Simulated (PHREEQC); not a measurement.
Make-up at 25 °C and 300 atm: 1.7 mol/kgw NaBr, 0.1 mol/kgw CaCl2 and 0.18 mol/kgw NaCl. Closed to the air; pH follows from the charge balance.

Model: Pitzer model, pitzer.dat, run in PHREEQC.

Task: The ionic strength comes out as 2.18 mol/kgw. What activity coefficients do Cl-, Na+, Br-, Ca+2 get?

Result: Cl- 0.58, Na+ 0.87, Br- 0.64, Ca+2 0.53. Single-ion values are on the MacInnes scale.

No solid was allowed to form. Species that the database lacks are ignored. Under pressure, the constants of complexes without a molar volume in the database are unreliable.
